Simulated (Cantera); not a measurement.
Cantera run:

```python
import numpy as np
import cantera as ct

gas_names = """
    AL ALH ALO ALOH ALO2 ALO2H AL2 AL2O AL2O2 H HALO HO2 H2 H2O H2O2 O OH O2 O3
""".split()
cond_names = """
    AL(cr) AL(L) AL2O3(a) AL2O3(L) H2O(s) H2O(L)
""".split()


# ... load() reads the species with a 1 bar reference pressure and builds the phases ...
atoms = {
    'Al': {'AL': 1},
    'O2': {'O': 2},
    'H2': {'H': 2},
}
top_T = {}  # K; cautious upper limits of use, not melting points


# ... equilibrate(T, P, feed) seeds the gas with the atoms and calls Mixture.equilibrate('TP', solver="vcs", rtol=1e-11, max_steps=5000) ...
results = []
T = 2023.15  # K
P = 670  # Pa
for m in [2, 3.2, 5.4, 8.9, 15, 24, 40, 66]:
    feed = {'Al': 1, 'O2': 3, 'H2': m}  # mol
    mix = equilibrate(T, P, feed)
    results.append((T, P, feed, dict(zip(mix.species_names, mix.species_moles))))

top = {s: max(r[3][s] / sum(r[3][g] for g in gas_names) for r in results) for s in gas_names}
cols = sorted((s for s in top if top[s] > 0.0001), key=lambda s: -top[s])[:6]
seen = [c for c in cond_names if any(r[3].get(c, 0) > 1e-12 for r in results)]
print("log10 of partial pressures in bar; condensed amounts in mol")
print(f"{'n(H2)':>10s}" + "".join(f"{s[:9]:>10s}" for s in cols + seen))
for T, P, feed, n in results:
    ng = sum(n[g] for g in gas_names)
    print(f"{feed['H2']:10.4g}" + "".join(f"{np.log10(max(n[s] / ng * P / 1e5, 1e-99)):10.3f}" for s in cols)
          + "".join(f"{n.get(c, 0):10.4g}" for c in seen))
```

Result:

```
log10 of partial pressures in bar; condensed amounts in mol
     n(H2)        H2       H2O        O2        OH         H         O  AL2O3(a)
         2    -4.566    -2.402    -2.601    -3.822    -5.004    -4.399       0.5
       3.2    -4.256    -2.271    -2.959    -3.846    -4.849    -4.578       0.5
       5.4    -2.959    -2.260    -5.532    -4.484    -4.200    -5.864       0.5
       8.9    -2.490    -2.476    -6.900    -4.934    -3.966    -6.548       0.5
        15    -2.339    -2.702    -7.656    -5.236    -3.891    -6.926       0.5
        24    -2.274    -2.907    -8.195    -5.473    -3.858    -7.195    0.4999
        40    -2.236    -3.129    -8.715    -5.714    -3.839    -7.456    0.4999
        66    -2.215    -3.346    -9.193    -5.942    -3.828    -7.694    0.4998
```

These are equilibrium values from Cantera (NASA tables, ideal gas, pure condensed phases), not measurements of a reactor.
